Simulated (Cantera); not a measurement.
Input (Python, Cantera) and output of one run.

```python
import numpy as np
import cantera as ct

gas_names = """
    CL CL2 H HCL H2 Si SiCL SiCL2 SiCL3 SiCL4 SiH SiHCL3 SiH2 SiH2CL2 SiH3 SiH3CL SiH4 Si2 Si3
""".split()
cond_names = """
    Si(cr) Si(L)
""".split()


# ... load() reads the species with a 1 bar reference pressure and builds the phases ...
atoms = {
    'Si': {'Si': 1},
    'HCl': {'H': 1, 'CL': 1},
    'H2': {'H': 2},
    'Cl2': {'CL': 2},
}
top_T = {}  # K; cautious upper limits of use, not melting points


# ... equilibrate(T, P, feed) seeds the gas with the atoms and calls Mixture.equilibrate('TP', solver="vcs", rtol=1e-11, max_steps=5000) ...
results = []
feed = {'Si': 1, 'HCl': 4.1, 'H2': 0.31, 'Cl2': 1.2}  # mol
T = 1398  # K
P = 470000  # Pa
mix = equilibrate(T, P, feed)
results.append((T, P, feed, dict(zip(mix.species_names, mix.species_moles))))
print(gas.report(threshold=0.0001))
for i in range(1, mix.n_phases):
    print(f"{mix.phase(i).name:16s} {mix.phase_moles(i):12.5e} mol")
```

Output:

```
       temperature   1398 K
          pressure   4.7e+05 Pa
           density   2.304 kg/m^3
  mean mol. weight   56.98 kg/kmol
   phase of matter   gas

                          1 kg             1 kmol
                     ---------------   ---------------
          enthalpy       -2.4786e+06       -1.4123e+08  J
   internal energy       -2.6825e+06       -1.5285e+08  J
           entropy            4756.4        2.7102e+05  J/K
    Gibbs function        -9.128e+06       -5.2012e+08  J
 heat capacity c_p            859.25             48960  J/K
 heat capacity c_v            713.33             40646  J/K

                      mass frac. Y      mole frac. X     chem. pot. / RT
                     ---------------   ---------------   ---------------
               HCL           0.35299           0.55169           -32.183
                H2         0.0082038           0.23187           -18.314
             SiCL2        0.00053334        0.00030701           -59.906
             SiCL3         0.0090818         0.0038493           -82.931
             SiCL4           0.61468           0.20617           -105.96
            SiHCL3          0.014461         0.0060836           -92.088
     [  +13 minor]        4.9178e-05        3.0141e-05

Si(cr)            0.00000e+00 mol
```

Cantera equilibrium calculation (NASA polynomials, part measured and part estimated; ideal gas, pure solids and liquids). The tables' values for SiCl3 are old estimates; treat these amounts as uncertain.
